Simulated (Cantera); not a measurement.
Low-pressure radical oxidation in H2/O2

An isothermal, constant-pressure homogeneous reactor starts with 0.646 % H₂, 99.4 % O₂, equivalence ratio 0.0032, at 1425 K and 1330 Pa.

Model: GRI-Mech 3.0 (53 species, 325 reactions), integrated in Cantera. Radical loss at walls, strong at low pressure, is not modelled.

```
t (s)        x H₂   x O₂       x H      x OH       x O     x H₂O    x H₂O₂
--------  -------  -----  --------  --------  --------  --------  --------
3.00e-6   0.00646  0.994  5.82e-10  4.98e-11  4.99e-11    <1e-12    <1e-12
7.44e-6   0.00646  0.994   1.29e-9  2.82e-10  2.82e-10  1.96e-12    <1e-12
1.85e-5   0.00646  0.994   2.46e-9   1.44e-9   1.45e-9  2.59e-11    <1e-12
4.58e-5   0.00646  0.994   3.73e-9   6.13e-9   6.21e-9  2.96e-10    <1e-12
0.000114  0.00646  0.994   4.95e-9   2.11e-8   2.17e-8   2.75e-9  3.65e-12
0.000282  0.00646  0.994   8.14e-9   6.90e-8   7.39e-8   2.26e-8  2.11e-11
0.000698  0.00646  0.994   2.34e-8   2.97e-7   3.34e-7   2.10e-7  1.13e-10
0.00173   0.00645  0.994   2.44e-7   3.57e-6   4.14e-6   4.02e-6  5.12e-10
0.00430   0.00511  0.992   5.30e-5  0.000706  0.000917  0.000971   4.09e-9
0.0107    1.95e-5  0.987  0.000117  0.000928   0.00573   0.00592   5.63e-9
0.0264    1.61e-5  0.987  0.000112  0.000901   0.00563   0.00594   5.42e-9
0.0655    1.54e-5  0.988  0.000103  0.000880   0.00535   0.00595   5.32e-9
0.163     1.37e-5  0.988   8.64e-5  0.000831   0.00474   0.00599   5.08e-9
0.403     1.05e-5  0.990   5.77e-5  0.000729   0.00361   0.00606   4.55e-9
1.00      6.16e-6  0.991   2.54e-5  0.000558   0.00208   0.00617   3.54e-9
```
x: mole fraction; the columns are a selection and need not sum to one.

Equilibrium at this temperature and pressure: H₂ 3.72e-8, O₂ 0.993, H 1.15e-8, OH 4.35e-5, O 1.21e-5, H₂O 0.00646, H₂O₂ 9.78e-11 (gas phase only).
